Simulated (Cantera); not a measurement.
Charge: 1 mol SiH2Cl2, 340 mol H2, held at 2450 K.

Cantera equilibrium calculation (NASA polynomials, part measured and part estimated; ideal gas, pure solids and liquids). Candidate condensed phases: Si; 19 gas species. The tables' values for SiCl are old estimates; treat these amounts as uncertain. Gases not in the tables: Si2H6 and higher silanes. Rates play no part.

x: gas mole fraction; nothing condenses.

```tsv
P (Pa)	x H2	x H	x HCl	x Si	x Cl
100	0.531	0.463	0.00276	0.00222	[?]
320	0.696	0.296	0.00381	0.00244	[?]
1000	0.811	0.181	0.00457	0.00257	[?]
3200	0.886	0.106	0.00508	0.00260	[?]
10000	0.930	0.0613	0.00537	0.00251	[?]
32000	0.957	0.0347	0.00553	0.00225	[?]
100000	0.972	0.0198	0.00559	0.00179	[?]
```

Question: Some entries are withheld; supply them.

Answer: 
- 100, x Cl: 0.00171
- 320, x Cl: 0.00115
- 1000, x Cl: 0.000724
- 3200, x Cl: 0.000430
- 10000, x Cl: 0.000251
- 32000, x Cl: 0.000143
- 100000, x Cl: 8.09e-5
